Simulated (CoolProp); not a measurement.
Properties of R142b along the isobar 59.4 bar.

Values from CoolProp's reference Helmholtz-energy equation of state, Lemmon 2006. It is a short technical equation, of lower accuracy than the large ones.

```
T (K)          phase  cp (kJ/(kg K))  cv (kJ/(kg K))  isothermal compressibility (1/MPa)  expansivity (1/kK)  viscosity (µPa s)  conductivity (mW/(m K))
-----  -------------  --------------  --------------  ----------------------------------  ------------------  -----------------  -----------------------
292           liquid           1.273          0.8667                            0.002505               1.998                265                     86.9
304.7         liquid           1.302          0.8840                            0.002982               2.135                232                     82.5
317.4         liquid           1.333          0.9013                            0.003597               2.303                204                     78.3
330.1         liquid           1.368          0.9187                            0.004411               2.511                180                     74.2
342.8         liquid           1.407          0.9362                            0.005523               2.777                159                     70.3
355.6         liquid           1.454          0.9541                            0.007120               3.130                140                     66.5
368.3         liquid           1.511          0.9723                            0.009508               3.611                123                     63.0
381           liquid           1.586          0.9912                             0.01339               4.318                107                     59.5
393.7         liquid           1.695           1.012                             0.02051               5.467               92.3                     56.2
406.4         liquid           1.885           1.035                             0.03653               7.684               77.2                     53.0
419.1  supercritical           2.335           1.067                             0.08999               13.61               60.8                     50.0
431.9  supercritical           3.460           1.116                              0.3524               31.37               40.8                     47.6
444.6  supercritical           2.654           1.113                              0.4181               22.68               28.4                     41.1
457.3  supercritical           1.959           1.094                              0.3310               13.35               24.7                     36.9
470    supercritical           1.679           1.086                              0.2841               9.414               23.3                     35.2
```

The peak of cp marks the crossing from liquid-like to gas-like fluid above the critical point.

Viscosity comes from a separate model (Huber 2003), an estimate that may be off by 10 % or more. Thermal conductivity comes from a separate model (Huber 2003), an estimate that may be off by 10 % or more.
